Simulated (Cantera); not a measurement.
Silicon oxide and oxynitride deposition: HMDSO + N2O

A closed system holds: 1 mol HMDSO, a varied amount of N2O, held at 1050 K and 2.20 mbar.

Method: chemical equilibrium by Gibbs-energy minimisation in Cantera with the NASA 1993 tables (ideal gas, pure condensed phases). Candidate condensed phases: C, C6H6, C7H8, C8H18, H2O, Si, SiC, SiO2, Si2N2O, Si3N4; 151 gas species. The feed counts by its element totals alone. Mutual solubility and eutectic melting of coexisting phases are not modelled. Kinetics and transport are ignored.

| n(N2O) (mol) | log p H2 | log p N2 | log p CO | log p H2O | log p CO2 | log p CH4 | log p HCN | log p NH3 | n C(graphite) | n SiO2(β-quartz) | n Si2N2O(s) |
|---|---|---|---|---|---|---|---|---|---|---|---|
| 2.1 | -2.75 | -3.48 | -4.14 | -7.63 | -8.95 | -6.74 | -8.06 | -9.23 | 5.63 | 1.16 | 0.422 |
| 2.5 | -2.77 | -3.38 | -4.11 | -7.62 | -8.88 | -6.78 | -8.03 | -9.22 | 5.59 | 1.39 | 0.304 |
| 3.1 | -2.80 | -3.28 | -4.07 | -7.61 | -8.82 | -6.84 | -7.99 | -9.21 | 5.52 | 1.75 | 0.126 |
| 3.7 | -2.83 | -3.22 | -3.94 | -7.51 | -8.55 | -6.90 | -7.98 | -9.23 | 5.30 | 2.00 | 0 |
| 4.6 | -2.89 | -3.18 | -3.64 | -7.26 | -7.94 | -7.01 | -7.98 | -9.29 | 4.40 | 2.00 | 0 |
| 5.6 | -2.94 | -3.14 | -3.48 | -7.16 | -7.63 | -7.12 | -8.00 | -9.35 | 3.40 | 2.00 | 0 |
| 6.8 | -3.00 | -3.12 | -3.37 | -7.11 | -7.41 | -7.23 | -8.01 | -9.42 | 2.20 | 2.00 | 0 |
| 8.3 | -3.06 | -3.09 | -3.29 | -7.09 | -7.25 | -7.36 | -8.03 | -9.50 | 0.701 | 2.00 | 0 |
| 10 | -3.13 | -3.06 | -3.31 | -4.31 | -4.41 | -10.38 | -10.92 | -9.59 | 0 | 2.00 | 0 |
| 12 | -3.23 | -3.01 | -3.42 | -3.86 | -3.98 | -11.22 | -11.60 | -9.72 | 0 | 2.00 | 0 |
| 15 | -3.39 | -2.96 | -3.60 | -3.60 | -3.73 | -12.16 | -12.26 | -9.94 | 0 | 2.00 | 0 |
| 18 | -3.60 | -2.92 | -3.82 | -3.46 | -3.60 | -13.16 | -12.93 | -10.24 | 0 | 2.00 | 0 |
| 22 | -4.12 | -2.88 | -4.36 | -3.34 | -3.50 | <-14 | -14.34 | -11.00 | 0 | 2.00 | 0 |
log p: log10 of the partial pressure in bar; n: condensed amount in mol.

From 2.1 mol N2O to 3.1 mol N2O the condensed part is C(graphite) + SiO2(β-quartz) + Si2N2O(s). From 3.7 mol N2O to 8.3 mol N2O the condensed part is C(graphite) + SiO2(β-quartz). From 10 mol N2O to 22 mol N2O the condensed part is SiO2(β-quartz).
